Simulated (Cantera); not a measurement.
Feed: 1 mol Ta(OEt)₅, 9.9 mol CO₂, at 1330 Pa.

Cantera equilibrium calculation (NASA polynomials, part measured and part estimated; ideal gas, pure solids and liquids). Candidate condensed phases: C, C₆H₆, C₇H₈, C₈H₁₈, H₂O, Ta, TaC, Ta₂O₅; 113 gas species. The feed counts by its element totals alone. The numbers say what is thermodynamically allowed, not how fast it happens.

**Question.** At 2075 K, list the 4 most abundant gas species with their mole fractions, and the condensed phases.

**Answer.** CO 0.590, H₂ 0.323, H₂O 0.0533, CO₂ 0.0200. Condensed: Ta₂O₅(l).
